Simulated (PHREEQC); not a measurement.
Dissolve 3.2 mmol/kgw Pb(NO3)2 at 25 °C. Closed to the air; pH follows from the charge balance.

The numbers come from PHREEQC with the ion-association model, phreeqc.dat.

The pH is 5.18. The ionic strength is 0.00922 mol/kgw and the specific conductance comes out as 788 µS/cm.

| species | molality | activity | log γ |
|---|---|---|---|
| NO3- | 0.00622 | 0.00561 | -0.045 |
| Pb+2 | 0.00301 | 0.00202 | -0.173 |
| PbNO3+ | 0.000185 | 0.000167 | -0.043 |
| H+ | 7.23e-6 | 6.62e-6 | -0.038 |
| PbOH+ | 6.57e-6 | 5.94e-6 | -0.043 |
| Pb2OH+3 | 6.59e-7 | 2.69e-7 | -0.390 |
| OH- | 1.69e-9 | 1.53e-9 | -0.044 |

Precipitation was switched off in this run. Species that the database lacks are ignored.
